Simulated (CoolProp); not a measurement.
Vapour-liquid equilibrium of methane (1) + ethane (2) at 0.0925 MPa; x and y are mole fractions of (1).

Computed with CoolProp (multi-fluid Helmholtz-energy mixture model, Setzmann 1991 and Bücker 2006; pair parameters Kunz 2012).

```json
[
 {"x": "0.05", "bubble temperature, mixture model (°C)": "-117.9", "bubble temperature, Raoult's law (°C)": "-114.8", "y, mixture model": "0.842", "y, Raoult's law": "0.806"},
 {"x": "0.2", "bubble temperature, mixture model (°C)": "-143.5", "bubble temperature, Raoult's law (°C)": "-139.5", "y, mixture model": "0.989", "y, Raoult's law": "0.983"},
 {"x": "0.35", "bubble temperature, mixture model (°C)": "-151.4", "bubble temperature, Raoult's law (°C)": "-148.5", "y, mixture model": "0.996", "y, Raoult's law": "0.995"},
 {"x": "0.5", "bubble temperature, mixture model (°C)": "-155.5", "bubble temperature, Raoult's law (°C)": "-153.7", "y, mixture model": "0.998", "y, Raoult's law": "0.998"},
 {"x": "0.65", "bubble temperature, mixture model (°C)": "-158.1", "bubble temperature, Raoult's law (°C)": "-157.2", "y, mixture model": "0.999", "y, Raoult's law": "0.999"},
 {"x": "0.8", "bubble temperature, mixture model (°C)": "-160.2", "bubble temperature, Raoult's law (°C)": "-159.9", "y, mixture model": "1.000", "y, Raoult's law": "1.000"},
 {"x": "0.95", "bubble temperature, mixture model (°C)": "-162.0", "bubble temperature, Raoult's law (°C)": "-162.0", "y, mixture model": "1.000", "y, Raoult's law": "1.000"}
]
```

The largest gap from Raoult's law is -4.0 K in bubble temperature, at x = 0.2. No azeotrope shows between x = 0.05 and 0.95.

The pair parameters rest on a limited set of measurements; away from them the model extrapolates.
